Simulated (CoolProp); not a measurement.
Nitrogen at 293.15 K and 4.29 MPa flows at 6.5 m/s in a round tube of 2 mm bore and 0.25 µm roughness, fully developed (64/Re and Nu = 3.66 if laminar; Colebrook and Gnielinski if turbulent). Each further row changes one setting.

The numbers come from the reference Helmholtz-energy equation of state, Span 2000 in CoolProp.

```
case             Reynolds number  Darcy friction factor  pressure drop (Pa/m)  heat-transfer coefficient (W/(m² K))  mass flow (kg/h)
---------------  ---------------  ---------------------  --------------------  ------------------------------------  ----------------
as stated             (withheld)                 0.0230            (withheld)                            (withheld)        (withheld)
velocity 13 m/s            70500             (withheld)                 41700                            (withheld)        (withheld)
diameter 4 mm              70500                 0.0196                  5150                                   980        (withheld)
```

What belongs in the gaps?


- as stated, Reynolds number: 35300
- as stated, pressure drop (Pa/m): 12000
- as stated, heat-transfer coefficient (W/(m² K)): 1140
- as stated, mass flow (kg/h): 3.65
- velocity 13 m/s, Darcy friction factor: 0.0199
- velocity 13 m/s, heat-transfer coefficient (W/(m² K)): 1990
- velocity 13 m/s, mass flow (kg/h): 7.29
- diameter 4 mm, mass flow (kg/h): 14.6

Viscosity comes from a separate model (Lemmon 2004). Thermal conductivity comes from a separate model (Lemmon 2004).
